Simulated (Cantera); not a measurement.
An isothermal, constant-pressure homogeneous reactor starts with CH4 : N2 = 1 : 72 (molar parts), at 2000 K and 0.0760 atm. Integrator tolerance rtol = 1e-08.

Detailed kinetics in Cantera: GRI-Mech 3.0 (53 species, 325 reactions). GRI-Mech 3.0 stops at C3 and has no aromatics, soot or wall deposition, so with more carbon than oxygen in the feed, carbon stays in small species such as C2H2 where larger ones or solid carbon would form.

Question: What does this change do: pressure from 0.0760 atm to 0.000168 atm?

Answer: 
```tsv
quantity	before	after
x(CH4) at 5.00 s	3.64e-8 (gas-phase equilibrium 6.21e-8)	0.00123 (gas-phase equilibrium 7.17e-11)
x(C2H6) at 5.00 s	<1e-12 (gas-phase equilibrium <1e-12)	4.37e-9 (gas-phase equilibrium <1e-12)
x(H) at 5.00 s	0.000832 (gas-phase equilibrium 0.000832)	0.000299 (gas-phase equilibrium 0.0144)
x(C2H2) at 5.00 s	0.00666 (gas-phase equilibrium 0.000359)	0.00590 (gas-phase equilibrium 0.000342)
x(CH3) at 5.00 s	3.00e-8 (gas-phase equilibrium 5.13e-8)	0.000372 (gas-phase equilibrium 1.55e-9)
```
Radical loss at walls, strong at low pressure, is not modelled.

Question: What does this change do: temperature 2000 to 1375 K?

Answer: 
```json
[
 {"quantity": "x(CH4) at 5.00 s", "before": "3.64e-8 (gas-phase equilibrium 6.21e-8)", "after": "0.0126 (gas-phase equilibrium 2.27e-5)"},
 {"quantity": "x(C2H6) at 5.00 s", "before": "<1e-12 (gas-phase equilibrium <1e-12)", "after": "1.52e-5 (gas-phase equilibrium 5.02e-11)"},
 {"quantity": "x(H) at 5.00 s", "before": "0.000832 (gas-phase equilibrium 0.000832)", "after": "1.43e-7 (gas-phase equilibrium 1.77e-6)"},
 {"quantity": "x(C2H2) at 5.00 s", "before": "0.00666 (gas-phase equilibrium 0.000359)", "after": "0.000320 (gas-phase equilibrium 0.000768)"},
 {"quantity": "x(CH3) at 5.00 s", "before": "3.00e-8 (gas-phase equilibrium 5.13e-8)", "after": "2.24e-5 (gas-phase equilibrium 3.95e-8)"}
]
```
